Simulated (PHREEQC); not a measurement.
1.1 g of hydrous ferric oxide (600 m²/g; 0.2 weak and 0.005 strong sites per Fe, Dzombak-Morel constants, diffuse double layer) in 1 kg of water with 0.05 mol/kgw of an inert sodium salt and 0.0038 mmol/kgw NaH2PO4, at 25 °C; the pH is set by adding NaOH or the inert anion's acid. Oxygen alone is held at its pressure in air (log pO2 = -0.68). The system is closed to CO2. Nothing may precipitate in this run.

Equilibrium calculation in PHREEQC: ion-association model, wateq4f.dat.

```tsv
pH	P sorbed (%)	surface charge σ (C/m²)	surface potential ψ (mV)
3	100.0	0.357	169
3.67	100.0	0.323	164
4.33	100.0	0.258	153
5	100.0	0.181	135
5.67	100.0	0.115	112
6.33	100.0	(withheld)	86
7	100.0	0.034	55
7.67	(withheld)	0.012	22
8.33	99.1	-0.006	-12
9	88.1	-0.026	-45
9.67	37.4	-0.055	-76
10.33	(withheld)	(withheld)	-104
11	0.6	-0.159	-128
```

Problem. Complete the blanks.

Solution. 
- 6.33, surface charge σ (C/m²): 0.067
- 7.67, P sorbed (%): 99.9
- 10.33, P sorbed (%): 5.6
- 10.33, surface charge σ (C/m²): -0.097

H3PO4, which wateq4f.dat lacks, is added to it with the constant of phreeqc.dat. The oxide is taken as insoluble; below pH 4 it would dissolve.
